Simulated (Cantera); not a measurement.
## N2O furnace oxynitridation

An isothermal, constant-pressure homogeneous reactor starts with 27.0 % N2O, 73.0 % N2, at 1500 K and 12.0 Torr.

Computed with Cantera and GRI-Mech 3.0 (53 species, 325 reactions). GRI-Mech 3.0 was tuned for natural gas; its chemistry of N2O as a main component is partial and can be far from experiment. Radical loss at walls, strong at low pressure, is not modelled. The temperature is held fixed by assumption; the heat of reaction is taken as removed at once.

```tsv
t (s)	x N2O	x NO2	x NO	x O2	x O	x N2
0.000100	0.270	<1e-12	4.98e-7	7.55e-7	1.13e-5	0.730
0.000313	0.270	<1e-12	4.34e-6	6.58e-6	2.99e-5	0.730
0.000979	0.270	3.24e-11	3.09e-5	4.69e-5	5.85e-5	0.730
0.00306	0.269	7.62e-10	0.000152	0.000230	7.15e-5	0.730
0.00959	0.268	9.20e-9	0.000548	0.000831	7.19e-5	0.731
0.0300	0.262	7.71e-8	0.00177	0.00268	7.19e-5	0.733
0.0939	0.245	4.36e-7	0.00541	0.00821	7.18e-5	0.741
0.294	0.200	1.66e-6	0.0153	0.0231	7.18e-5	0.761
0.919	0.109	4.76e-6	0.0353	0.0536	7.15e-5	0.803
2.88	0.0177	8.75e-6	0.0549	0.0837	6.82e-5	0.844
9.00	0.000198	1.77e-5	0.0583	0.0898	1.78e-5	0.852
```
x: mole fraction; the columns are a selection and need not sum to one.

Equilibrium at this temperature and pressure: N2O 8.01e-9, NO2 4.96e-7, NO 0.000977, O2 0.119, O 1.11e-5, N2 0.880 (gas phase only).
